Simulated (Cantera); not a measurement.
Standard-state values (1 bar) from the NASA 1993 polynomials, evaluated with Cantera. Values are per mole of reaction as written; species without (g) are pure solids or liquids, kept so even where they would boil at 1 bar.

4 NiS = Ni + Ni3S4, with ΔH° = 50.4 kJ and ΔS° = 4.4 J/K at 300 K.

Task: How far is the shortcut ΔG° ≈ ΔH°(300 K) − T·ΔS°(300 K) from the full temperature-dependent value at 375, 400, 425, 450, 475 K?

Result: 
| T (K) | shortcut (kJ) | full (kJ) | difference (kJ) | difference in log10 K |
|---|---|---|---|---|
| 375 | 48.7 | 48.7 | 0.0 | 0.00 |
| 400 | 48.6 | 48.5 | 0.0 | -0.01 |
| 425 | 48.5 | 48.4 | 0.1 | -0.01 |
| 450 | 48.4 | 48.2 | 0.1 | -0.01 |
| 475 | 48.3 | 48.1 | 0.2 | -0.02 |
The shortcut ignores the heat-capacity change of the reaction.
